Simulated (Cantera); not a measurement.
Input: 1 mol PbI2, 2.2 mol N2, at 1798 K and 16.5 Torr.

Method: chemical equilibrium by Gibbs-energy minimisation in Cantera with the NASA 1993 tables (ideal gas, pure condensed phases). Candidate condensed phases: I2, Pb, PbI2; 9 gas species. Equilibrium is a limit: real reactors are often held back by kinetics, nucleation or transport.

Base state: N2 0.441, I 0.358, Pb 0.161, PbI 0.0370, PbI2 0.00299, I2 0.000235 (mole fractions); condensed: gas only.

**Question.** What changes in the equilibrium state with this change: N2 from 2.2 to 20 mol?

**Answer.** 
```
species    before    after
-------  --------  -------
N2          0.441    0.872
I           0.358   0.0848
Pb          0.161   0.0413
PbI        0.0370  0.00225
PbI2      0.00299  4.31e-5
I2       0.000235  1.32e-5
```
